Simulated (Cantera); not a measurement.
What does this Cantera script print?

```python
import numpy as np
import cantera as ct

gas_names = """
    C CH CH2 CH3 CH2OH CH3O CH4 CH3OH CO CO2 COOH C2 C2H CHCO,ketyl C2H2,acetylene C2H2,vinylidene
    CH2CO,ketene C2H3,vinyl CH3CO,acetyl C2H4 C2H4O,ethylen CH3CHO,ethanal CH3COOH (HCOOH)2 C2H5 C2H6
    CH3OCH3 C2H5OH C2O C3 C3H3,propargyl C3H4,allene C3H4,propyne C3H4,cyclo- C3H5,allyl C3H6,propylene
    C3H6,cyclo- C3H6O C3H7,n-propyl C3H7,i-propyl C3H8 C3H8O,1propanol C3H8O,2propanol C3O2 C4 C4H2
    C4H4,1,3-cyclo- C4H6,butadiene C4H6,2-butyne C4H6,cyclo- C4H8,1-butene C4H8,cis2-buten
    C4H8,tr2-butene C4H8,isobutene C4H8,cyclo- (CH3COOH)2 C4H9,n-butyl C4H9,i-butyl C4H9,s-butyl
    C4H9,t-butyl C4H10,isobutane C4H10,n-butane C5 C5H6,1,3cyclo- C5H8,cyclo- C5H10,1-pentene
    C5H10,cyclo- C5H11,pentyl C5H11,t-pentyl C5H12,n-pentane C5H12,i-pentane CH3C(CH3)2CH3 C6H2
    C6H5,phenyl C6H5O,phenoxy C6H6 C6H5OH,phenol C6H10,cyclo- C6H12,1-hexene C6H12,cyclo- C6H13,n-hexyl
    C7H7,benzyl C7H8 C7H8O,cresol C7H14,1-heptene C7H15,n-heptyl C7H16,n-heptane C8H8,styrene
    C8H10,ethylbenz C8H16,1-octene C8H17,n-octyl C8H18,isooctane C8H18,n-octane C9H19,n-nonyl
    C10H8,naphthale C10H21,n-decyl C12H9,o-bipheny C12H10,bipheny H HCO HO2 H2 HCHO,formaldehy HCOOH H2O
    H2O2 O OH O2 O3 Ti TiO TiO2
""".split()
cond_names = """
    C(gr) C6H6(L) C7H8(L) C8H18(L),n-octa H2O(s) H2O(L) Ti(a) Ti(b) Ti(L) TiC(s) TiC(L) TiO(a) TiO(b)
    TiO(L) TiO2(ru) TiO2(L) Ti2O3(a) Ti2O3(b) Ti2O3(L) Ti3O5(a) Ti3O5(b) Ti3O5(L) Ti4O7(s) Ti4O7(L)
""".split()


def load(file, names, dense=False):
    # The tables refer to 1 bar. Condensed volumes are neglected.
    table = {s.name: s for s in ct.Species.list_from_file(file)}
    out = []
    for n in names:
        d = dict(table[n].input_data)
        d["thermo"] = dict(d["thermo"], **{"reference-pressure": 1e5})
        if dense:
            d["equation-of-state"] = {"model": "constant-volume", "density": "1e6 g/cm^3"}
        out.append(ct.Species.from_dict(d))
    return out


gas = ct.Solution(thermo="ideal-gas", species=load("nasa_gas.yaml", gas_names))
cond = {s.name: ct.Solution(thermo="fixed-stoichiometry", species=[s], name=s.name)
        for s in load("nasa_condensed.yaml", cond_names, dense=True)}
atoms = {
    'TiO2': {'Ti': 1, 'O': 2},
    'CH4': {'C': 1, 'H': 4},
    'H2': {'H': 2},
}
top_T = {'C(gr)': 4500}  # K; cautious upper limits of use, not melting points


def equilibrate(T, P, feed):
    n = {}
    for name, mol in feed.items():
        for a, k in atoms[name].items():
            n[a] = n.get(a, 0.0) + k * mol
    gas.TPX = T, P, n
    mass = sum(n.values()) * gas.mean_molecular_weight
    gas.equilibrate("TP")
    valid = [c for c in cond.values() if c.min_temp <= T <= top_T.get(c.name, c.max_temp)]
    mix = ct.Mixture([(gas, mass / gas.mean_molecular_weight)] + [(c, 0.0) for c in valid])
    mix.T, mix.P = T, P
    mix.equilibrate("TP", solver="gibbs", rtol=1e-10, max_steps=50000)
    return mix


results = []
feed = {'TiO2': 1, 'CH4': 0.44, 'H2': 7.4}  # mol
P = 2900  # Pa
for T in [1550, 1600, 1650, 1700, 1750, 1800, 1850, 1900]:
    mix = equilibrate(T, P, feed)
    results.append((T, P, feed, dict(zip(mix.species_names, mix.species_moles))))

top = {s: max(r[3][s] / sum(r[3][g] for g in gas_names) for r in results) for s in gas_names}
cols = sorted((s for s in top if top[s] > 1e-05), key=lambda s: -top[s])[:8]
seen = [c for c in cond_names if any(r[3].get(c, 0) > 1e-12 for r in results)]
print("log10 of partial pressures in bar; condensed amounts in mol")
print(f"{'T/K':>10s}" + "".join(f"{s[:9]:>10s}" for s in cols + seen))
for T, P, feed, n in results:
    ng = sum(n[g] for g in gas_names)
    print(f"{T:10.4g}" + "".join(f"{np.log10(max(n[s] / ng * P / 1e5, 1e-99)):10.3f}" for s in cols)
          + "".join(f"{n.get(c, 0):10.4g}" for c in seen))
```

Result:

```
log10 of partial pressures in bar; condensed amounts in mol
       T/K        H2        CO         H       H2O       CO2  Ti2O3(b)  Ti3O5(b)
      1550    -1.560    -2.835    -5.282    -4.896    -6.617    0.3317    0.1122
      1600    -1.560    -2.835    -5.045    -4.773    -6.525    0.3355    0.1097
      1650    -1.561    -2.835    -4.822    -4.657    -6.438    0.3402    0.1065
      1700    -1.561    -2.835    -4.612    -4.549    -6.357    0.3459    0.1027
      1750    -1.561    -2.835    -4.414    -4.448    -6.280    0.3527   0.09822
      1800    -1.562    -2.835    -4.227    -4.353    -6.209    0.3606   0.09293
      1850    -1.562    -2.836    -4.050    -4.265    -6.142    0.3697   0.08684
      1900    -1.563    -2.836    -3.882    -4.183    -6.080    0.3801   0.07991
```

Equilibrium computed with Cantera from the NASA thermochemical tables; the gas is ideal and each condensed phase is pure. Mutual solubility and eutectic melting of coexisting phases are not modelled.
